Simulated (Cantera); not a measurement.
Charge: 1 mol BN, 28 mol HCl, 7.2 mol H2, at 1025 K and 0.0200 bar.

These are equilibrium values from Cantera (NASA tables, ideal gas, pure condensed phases), not measurements of a reactor. Candidate condensed phases: B, BN, NH4Cl; 21 gas species. Gases not in the tables: BHCl2. Rates play no part.

Base state: HCl 0.794, H2 0.205, BCl3 0.000604, N2 0.000302 (mole fractions); condensed: BN(s).

Question: What changes in the equilibrium state with this change: H2 from 7.2 to 0.94 mol?

Answer: 
```csv
species,before,after
HCl,0.794,0.954
H2,0.205,0.0393
BCl3,0.000604,0.00456
N2,0.000302,0.00228
"BN(s), mol",0.979,0.868
```
